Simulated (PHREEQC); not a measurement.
Make-up at 85 °C: 0.0054 mol KOH and 0.016 mol K2SiO3 per kg of water. Closed to the air; pH follows from the charge balance.

The numbers come from PHREEQC with the ion-association model, wateq4f.dat.

This is a speciation only: nothing precipitates in the calculation.

Q: Order these Si species by the share of Si that they hold, largest first: H2SiO4-2, H3SiO4-, H4SiO4.

A: H3SiO4- (89 %), H2SiO4-2 (9.0 %), H4SiO4 (2.1 %)

The pH is 10.73 and the ionic strength 0.0388 mol/kgw. Constants without temperature data keep their 25 °C values here.
